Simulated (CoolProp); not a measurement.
Properties of R1123 along the isotherm 480 K (Tc = 331.7 K, pc = 4.549 MPa, ω = 0.243).

The numbers come from the reference Helmholtz-energy equation of state, Akasaka 2020 in CoolProp.

```json
[
 {"p (MPa)": "0.00719", "phase": "gas", "density (kg/m³)": "0.1478", "isothermal compressibility (1/MPa)": "139.1"},
 {"p (MPa)": "0.0106", "phase": "gas", "density (kg/m³)": "0.2179", "isothermal compressibility (1/MPa)": "94.36"},
 {"p (MPa)": "0.0155", "phase": "gas", "density (kg/m³)": "0.3187", "isothermal compressibility (1/MPa)": "64.54"},
 {"p (MPa)": "0.0227", "phase": "gas", "density (kg/m³)": "0.4667", "isothermal compressibility (1/MPa)": "44.07"},
 {"p (MPa)": "0.0334", "phase": "gas", "density (kg/m³)": "0.6869", "isothermal compressibility (1/MPa)": "29.96"},
 {"p (MPa)": "0.049", "phase": "gas", "density (kg/m³)": "1.008", "isothermal compressibility (1/MPa)": "20.43"},
 {"p (MPa)": "0.0719", "phase": "gas", "density (kg/m³)": "1.480", "isothermal compressibility (1/MPa)": "13.93"},
 {"p (MPa)": "0.106", "phase": "gas", "density (kg/m³)": "2.183", "isothermal compressibility (1/MPa)": "9.453"},
 {"p (MPa)": "0.155", "phase": "gas", "density (kg/m³)": "3.195", "isothermal compressibility (1/MPa)": "6.471"},
 {"p (MPa)": "0.227", "phase": "gas", "density (kg/m³)": "4.686", "isothermal compressibility (1/MPa)": "4.424"},
 {"p (MPa)": "0.334", "phase": "gas", "density (kg/m³)": "6.908", "isothermal compressibility (1/MPa)": "3.013"},
 {"p (MPa)": "0.49", "phase": "gas", "density (kg/m³)": "10.16", "isothermal compressibility (1/MPa)": "2.060"},
 {"p (MPa)": "0.719", "phase": "gas", "density (kg/m³)": "14.98", "isothermal compressibility (1/MPa)": "1.410"},
 {"p (MPa)": "1.06", "phase": "gas", "density (kg/m³)": "22.23", "isothermal compressibility (1/MPa)": "0.9626"},
 {"p (MPa)": "1.55", "phase": "gas", "density (kg/m³)": "32.81", "isothermal compressibility (1/MPa)": "0.6644"},
 {"p (MPa)": "2.27", "phase": "gas", "density (kg/m³)": "48.73", "isothermal compressibility (1/MPa)": "0.4599"}
]
```
